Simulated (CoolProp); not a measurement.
Vapour-liquid equilibrium of n-heptane (1) + m-xylene (2) at 377 kPa; x and y are mole fractions of (1).

Values from CoolProp's multi-fluid Helmholtz-energy mixture model, Span 2003 and Zhou 2012; pair parameters Bell 2016.

```csv
x,"bubble temperature, mixture model (K)","bubble temperature, Raoult's law (K)","y, mixture model","y, Raoult's law"
0.05,464.6,465.5,0.120,0.114
0.125,458.9,460.7,[?],0.261
0.2,454.0,456.2,0.385,0.385
0.275,449.8,452.1,0.482,0.490
0.35,446.0,448.3,0.564,0.579
0.425,[?],444.7,[?],0.657
0.5,[?],441.4,0.696,0.723
0.575,[?],438.2,0.752,0.781
0.65,434.1,435.3,0.803,0.832
0.725,431.7,432.5,0.850,0.876
0.8,[?],429.9,[?],0.916
0.875,427.1,427.4,0.935,0.950
0.95,425.0,425.1,0.975,0.981
```

Fill in the missing entries.


- 0.125, y, mixture model: 0.267
- 0.425, bubble temperature, mixture model (K): 442.7
- 0.425, y, mixture model: 0.634
- 0.5, bubble temperature, mixture model (K): 439.6
- 0.575, bubble temperature, mixture model (K): 436.8
- 0.8, bubble temperature, mixture model (K): 429.3
- 0.8, y, mixture model: 0.894

The largest gap from Raoult's law is -2.3 K in bubble temperature, at x = 0.275. No azeotrope shows between x = 0.05 and 0.95.

The pair parameters rest on a limited set of measurements; away from them the model extrapolates.
